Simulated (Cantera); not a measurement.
A freely propagating, adiabatic, planar premixed flame of H₂ : O₂ : N₂ = 0.76 : 0.667 : 2.51 (molar parts), unburnt at 373 K and 1.50 bar; mixture-averaged transport, grid criteria slope 0.08 and curve 0.16, no radiation.

Cantera simulation using the H2/O2 subset of GRI-Mech 3.0, which has no nitrogen chemistry; the numbers are that mechanism's predictions, not measurements. Burning velocities carry a grid error of a few per cent, more on coarse grids. Lean hydrogen flames are cellular in practice and burn faster than this planar one.

### Question
Predict: laminar burning velocity; thermal thickness; peak x(H₂O₂); peak x(O); peak x(HO₂).

### Answer
```
Item                         Result
------------------------  ---------
laminar burning velocity  94.2 cm/s
thermal thickness          0.251 mm
peak x(H₂O₂)                8.58e-5
peak x(O)                   0.00458
peak x(HO₂)                0.000422
```
